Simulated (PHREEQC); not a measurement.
A solution holds 1.7 mmol/kgw AgNO3 and 0.3 mmol/kgw NaCl, at 25 °C. Closed to the air; pH follows from the charge balance.

Model: ion-association model, wateq4f.dat, run in PHREEQC.

```
quantity                   before     after
------------------------  -------  --------
pH                           6.97      5.17
ionic strength (mol/kgw)  0.00178   0.00539
Cl- (mol/kgw)             8.43e-5  0.000299
SI of Halite (NaCl)         -9.22     -8.70
```

### Question
What was changed between the two runs?
A) diluted 2-fold with water
B) AgNO3 replaced by Cu(NO3)2 at the same molality
C) AgNO3 replaced by LiNO3 at the same molality
D) NaCl from 0.0003 to 0.00033 mol/kgw
E) 3.3e-05 mol/kgw Na2CO3 added

### Answer
B, AgNO3 replaced by Cu(NO3)2 at the same molality

This is a speciation only: nothing precipitates in the calculation. Some of these states are supersaturated (in Cerargyrite, for instance).
